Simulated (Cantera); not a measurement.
Thermodynamics of silicon carbide growth, feed SiCl4 + C2H2 + H2

A closed system holds: 1 mol SiCl4, 0.021 mol C2H2, a varied amount of H2, at 1825 °C and 0.390 bar.

Cantera equilibrium calculation (NASA polynomials, part measured and part estimated; ideal gas, pure solids and liquids). Candidate condensed phases: C, C6H6, C7H8, C8H18, Si, SiC; 109 gas species. Mutual solubility and eutectic melting of coexisting phases are not modelled. The tables' values for SiCl3, SiCl are old estimates; treat these amounts as uncertain. Gases not in the tables: Si2H6 and higher silanes. Rates play no part.

```tsv
n(H2) (mol)	log p H2	log p HCl	log p SiCl2	log p H	log p SiCl3	log p SiCl	log p Cl	n Si(l)	n SiC(s)
15	-0.50	-1.28	-1.73	-2.76	-3.54	-3.64	-3.67	0.104	0.0414
22	-0.48	-1.38	-1.95	-2.75	-3.88	-3.75	-3.79	0.235	0.0411
31	-0.46	-1.48	-2.17	-2.74	-4.20	-3.86	-3.90	0.346	0.0407
43	-0.45	-1.58	-2.39	-2.74	-4.53	-3.97	-4.01	0.442	0.0402
61	-0.44	-1.70	-2.64	-2.73	-4.90	-4.09	-4.13	0.529	0.0395
86	-0.43	-1.83	-2.89	-2.73	-5.28	-4.22	-4.26	0.596	0.0385
120	-0.43	-1.95	-3.14	-2.72	-5.66	-4.34	-4.38	0.642	0.0370
170	-0.42	-2.09	-3.42	-2.72	-6.07	-4.48	-4.52	0.667	0.0349
240	-0.42	-2.22	-3.70	-2.72	-6.49	-4.62	-4.66	0.667	0.0320
340	-0.42	-2.37	-3.98	-2.72	-6.92	-4.76	-4.80	0.637	0.0278
```
log p: log10 of the partial pressure in bar; n: condensed amount in mol.

From 15 mol H2 to 340 mol H2 the condensed part is Si(l) + SiC(s). The main Si-bearing gas is SiCl2 at 15 mol H2 and Si at 340 mol H2. The share of Si in condensed phases is highest at 170 mol H2 (70.2 %) and lowest at 15 mol H2 (14.5 %).
